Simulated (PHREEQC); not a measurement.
A PHREEQC speciation (ion-association model, wateq4f.dat) at 20 °C gives pH 1.67 and these molalities:

```
species      mol/kgw
----------  --------
Cl-            0.228
FeCl+2        0.0456
H+            0.0277
Fe+3          0.0277
FeCl2+        0.0120
FeOH+2       0.00259
Fe2(OH)2+4   0.00188
Cu+2        0.000352
FeCl3       0.000122
Fe3(OH)4+5   8.17e-5
CuCl+        4.58e-5
Fe(OH)2+     1.11e-5
CuCl2        2.19e-6
```

### Question
What are the element totals, and what could have been dissolved in 1 kg of water to give them?

### Answer
Several could match; the one computed here: totals Cl 0.298, Cu(2) 0.000400, Fe(3) 0.0920 mol/kgw, from 0.092 mol/kgw FeCl3, 0.0004 mol/kgw CuCl2 and 0.021 mol/kgw HCl.

No solid was allowed to form. Examples of supersaturated solids here: Hematite (slow to form), Goethite (slow to form). Others may be too.
